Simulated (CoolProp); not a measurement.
Computed with CoolProp (reference Helmholtz-energy equation of state, Lemmon 2006). It is a short technical equation, of lower accuracy than the large ones.

### Question
For carbon monoxide, give the phase and the Joule-Thomson coefficient (K/MPa) at -143.45 °C and 0.0166 MPa; 149.05 °C and 0.0208 MPa; -115.35 °C and 0.433 MPa.

### Answer
- -143.45 °C and 0.0166 MPa: gas; Joule-Thomson coefficient 11.0
- 149.05 °C and 0.0208 MPa: gas; Joule-Thomson coefficient 1.08
- -115.35 °C and 0.433 MPa: gas; Joule-Thomson coefficient 7.91
